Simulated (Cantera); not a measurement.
# Premixed flame

A freely propagating, adiabatic, planar premixed flame of 20.7 % H₂, 16.2 % O₂, 63.1 % N₂, unburnt at 600 K and 0.132 atm; mixture-averaged transport, grid criteria slope 0.08 and curve 0.16, no radiation.

Detailed kinetics in Cantera: the H2/O2 subset of GRI-Mech 3.0, which has no nitrogen chemistry. Burning velocities carry a grid error of a few per cent, more on coarse grids. Lean hydrogen flames are cellular in practice and burn faster than this planar one.

| z (mm) | T (K) | u (m/s) | x H₂ | x O₂ | x H₂O | x OH | x H | x HO₂ |
|---|---|---|---|---|---|---|---|---|
| -19.2 | 600 | 4.39 | 0.207 | 0.162 | <1e-8 | <1e-8 | <1e-8 | <1e-8 |
| -12.8 | 600 | 4.39 | 0.207 | 0.162 | <1e-8 | <1e-8 | <1e-8 | <1e-8 |
| -9.60 | 600 | 4.39 | 0.207 | 0.162 | <1e-8 | <1e-8 | <1e-8 | <1e-8 |
| -6.40 | 600 | 4.39 | 0.207 | 0.162 | 1.14e-7 | <1e-8 | 2.71e-7 | 8.83e-7 |
| -3.20 | 611 | 4.46 | 0.204 | 0.162 | 0.000828 | 3.85e-5 | 0.000326 | 5.29e-5 |
| -1.60 | 739 | 5.32 | 0.180 | 0.158 | 0.0133 | 0.000343 | 0.00663 | 3.54e-5 |
| 0 | 1077 | 7.55 | 0.0816 | 0.120 | 0.0926 | 0.00279 | 0.0383 | 1.74e-5 |
| 1.60 | 1321 | 9.16 | 0.0238 | 0.0793 | 0.162 | 0.00669 | 0.0473 | 9.65e-6 |
| 3.20 | 1438 | 9.91 | 0.0190 | 0.0728 | 0.173 | 0.00862 | 0.0399 | 7.52e-6 |
| 6.40 | 1567 | 10.7 | 0.0179 | 0.0699 | 0.181 | 0.0107 | 0.0296 | 5.89e-6 |
| 12.8 | 1702 | 11.5 | 0.0158 | 0.0674 | 0.190 | 0.0124 | 0.0197 | 4.48e-6 |
| 25.6 | 1830 | 12.3 | 0.0124 | 0.0655 | 0.200 | 0.0130 | 0.0114 | 3.23e-6 |
| 51.2 | 1940 | 12.9 | 0.00839 | 0.0643 | 0.209 | 0.0122 | 0.00549 | 2.20e-6 |
x: mole fraction of selected species; z is measured from the peak of heat release.

```yaml
laminar_burning_velocity: 439 cm/s
thermal_thickness: 6.40 mm
peak x(OH): 0.0130
peak x(H): 0.0485
peak x(HO₂): 5.29e-5
grid_points: 134
```
